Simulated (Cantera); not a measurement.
An isothermal, constant-pressure homogeneous reactor starts with 50.0 % CH₄, 50.0 % CO₂, at 1275 K and 100.0 Torr.

Cantera simulation using GRI-Mech 3.0 (53 species, 325 reactions); the numbers are that mechanism's predictions, not measurements.

x: mole fraction; the columns are a selection and need not sum to one.

```tsv
t (s)	x CH₄	x CO₂	x H₂	x CH₂	x H₂O
1.00e-6	0.500	0.500	5.17e-11	<1e-12	<1e-12
5.09e-6	0.500	0.500	7.20e-10	<1e-12	3.61e-12
2.60e-5	0.500	0.500	4.93e-9	<1e-12	2.86e-11
0.000132	0.500	0.500	2.65e-8	<1e-12	1.56e-10
0.000674	0.500	0.500	1.36e-7	<1e-12	8.07e-10
0.00343	0.500	0.500	6.96e-7	<1e-12	4.13e-9
0.0175	0.500	0.500	[?]	1.72e-12	[?]
0.0891	0.500	0.500	[?]	4.31e-12	[?]
0.454	0.500	0.500	0.000126	8.81e-12	8.67e-7
2.31	0.498	0.500	0.00106	2.07e-11	1.34e-5
11.8	0.490	0.497	0.00857	2.20e-11	0.000404
60.0	0.451	0.475	0.0393	1.90e-11	0.00918
```

Task: Fill in the missing entries.

Result: 
- 0.0175, x H₂: 3.66e-6
- 0.0175, x H₂O: 2.18e-8
- 0.0891, x H₂: 2.09e-5
- 0.0891, x H₂O: 1.27e-7
